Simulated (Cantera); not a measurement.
Input: 1 mol borazine, 1.6 mol H₂O, 1.1 mol H₂, equilibrated at 1000 Pa.

These are equilibrium values from Cantera (NASA tables, ideal gas, pure condensed phases), not measurements of a reactor. Candidate condensed phases: B, BN, B₂O₃, B₃O₃H₃, H₂O; 39 gas species. The feed counts by its element totals alone. Mutual solubility and eutectic melting of coexisting phases are not modelled. Kinetics and transport are ignored.

### Question
Which condensed phases are stable at each of these points (T (K)): 1323, 1373, 1423, 1473, 1523, 1573, 1623, 1673, 1723, 1773?

### Answer
```json
[
 {"T (K)": "1323", "condensed phases": "BN(s) + B₂O₃(l)", "B condensed (%)": "99.7"},
 {"T (K)": "1373", "condensed phases": "BN(s) + B₂O₃(l)", "B condensed (%)": "99.4"},
 {"T (K)": "1423", "condensed phases": "BN(s) + B₂O₃(l)", "B condensed (%)": "98.9"},
 {"T (K)": "1473", "condensed phases": "BN(s) + B₂O₃(l)", "B condensed (%)": "97.8"},
 {"T (K)": "1523", "condensed phases": "BN(s) + B₂O₃(l)", "B condensed (%)": "95.4"},
 {"T (K)": "1573", "condensed phases": "BN(s) + B₂O₃(l)", "B condensed (%)": "90.4"},
 {"T (K)": "1623", "condensed phases": "BN(s) + B₂O₃(l)", "B condensed (%)": "79.4"},
 {"T (K)": "1673", "condensed phases": "BN(s)", "B condensed (%)": "60.9"},
 {"T (K)": "1723", "condensed phases": "BN(s)", "B condensed (%)": "58.4"},
 {"T (K)": "1773", "condensed phases": "BN(s)", "B condensed (%)": "55.7"}
]
```

From 1323 K to 1623 K the condensed part is BN(s) + B₂O₃(l). From 1673 K to 1773 K the condensed part is BN(s).
